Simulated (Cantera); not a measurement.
A perfectly stirred reactor is fed with 7.75 % CH₃OH, 19.4 % O₂, 72.9 % N₂, equivalence ratio 0.60, at 750 Torr; it is adiabatic with a 425 K inlet, and is followed from long to short residence time, starting on the burning branch (τ in s: 0.29, 0.11, 0.043, 0.017, 0.0065, 0.0025, 0.00096, 0.00037, 0.00014, 5.5e-05).

Computed with Cantera and GRI-Mech 3.0 (53 species, 325 reactions). GRI-Mech 3.0 was tuned for natural gas; its chemistry of methanol as a main component is partial and can be far from experiment.

One state of this run: T (K) = 1775; x CH₃OH = 2.03e-5; x O₂ = 0.0750; x NO₂ = 1.27e-8; x N₂O = 5.42e-7; x CH₂CO = 1.23e-10. x: mole fraction; the columns are a selection and need not sum to one.

Task: Which value of τ (s) does it belong to?
A) 5.5e-5
B) 0.00014
C) 0.0065
D) 0.043

Result: C, 0.0065
